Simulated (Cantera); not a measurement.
Input (Python, Cantera) and output of one run.

```python
import numpy as np
import cantera as ct

gas_names = """
    CL CL2 H HCL H2 Si SiCL SiCL2 SiCL3 SiCL4 SiH SiHCL3 SiH2 SiH2CL2 SiH3 SiH3CL SiH4 Si2 Si3
""".split()
cond_names = """
    Si(cr) Si(L)
""".split()


# ... load() reads the species with a 1 bar reference pressure and builds the phases ...
atoms = {
    'SiHCl3': {'Si': 1, 'H': 1, 'CL': 3},
    'HCl': {'H': 1, 'CL': 1},
    'H2': {'H': 2},
    'Cl2': {'CL': 2},
}
top_T = {}  # K; cautious upper limits of use, not melting points


# ... equilibrate(T, P, feed) seeds the gas with the atoms and calls Mixture.equilibrate('TP', solver="vcs", rtol=1e-11, max_steps=5000) ...
results = []
feed = {'SiHCl3': 1, 'HCl': 0.085, 'H2': 270, 'Cl2': 0.15}  # mol
P = 11000  # Pa
for T in [800, 900, 1000, 1100, 1200, 1300, 1400, 1500, 1600, 1700]:
    mix = equilibrate(T, P, feed)
    results.append((T, P, feed, dict(zip(mix.species_names, mix.species_moles))))

top = {s: max(r[3][s] / sum(r[3][g] for g in gas_names) for r in results) for s in gas_names}
cols = sorted((s for s in top if top[s] > 1e-05), key=lambda s: -top[s])[:6]
seen = [c for c in cond_names if any(r[3].get(c, 0) > 1e-12 for r in results)]
print("log10 of partial pressures in bar; condensed amounts in mol")
print(f"{'T/K':>10s}" + "".join(f"{s[:9]:>10s}" for s in cols + seen))
for T, P, feed, n in results:
    ng = sum(n[g] for g in gas_names)
    print(f"{T:10.4g}" + "".join(f"{np.log10(max(n[s] / ng * P / 1e5, 1e-99)):10.3f}" for s in cols)
          + "".join(f"{n.get(c, 0):10.4g}" for c in seen))
```

Result:

```
log10 of partial pressures in bar; condensed amounts in mol
       T/K        H2       HCL    SiHCL3     SiCL4     SiCL2         H    Si(cr)     Si(L)
       800    -0.960    -4.012    -3.746    -3.753    -7.052   -12.018   0.08413         0
       900    -0.961    -3.517    -3.827    -3.836    -5.940   -10.413    0.2283         0
      1000    -0.962    -3.165    -4.016    -4.066    -5.138    -9.125    0.4893         0
      1100    -0.963    -2.966    -4.432    -4.603    -4.659    -8.069    0.7602         0
      1200    -0.964    -2.904    -5.090    -5.466    -4.472    -7.187    0.8722         0
      1300    -0.964    -2.895    -5.772    -6.362    -4.400    -6.438    0.8892         0
      1400    -0.964    -2.895    -6.379    -7.160    -4.355    -5.795    0.8862         0
      1500    -0.964    -2.896    -6.908    -7.856    -4.322    -5.236    0.8794         0
      1600    -0.964    -2.898    -7.371    -8.465    -4.295    -4.747    0.8712         0
      1700    -0.964    -2.899    -7.787    -9.009    -4.280    -4.314         0    0.8621
```

Method: chemical equilibrium by Gibbs-energy minimisation in Cantera with the NASA 1993 tables (ideal gas, pure condensed phases). The tables' values for SiCl3 are old estimates; treat these amounts as uncertain. Gases not in the tables: Si2H6 and higher silanes.
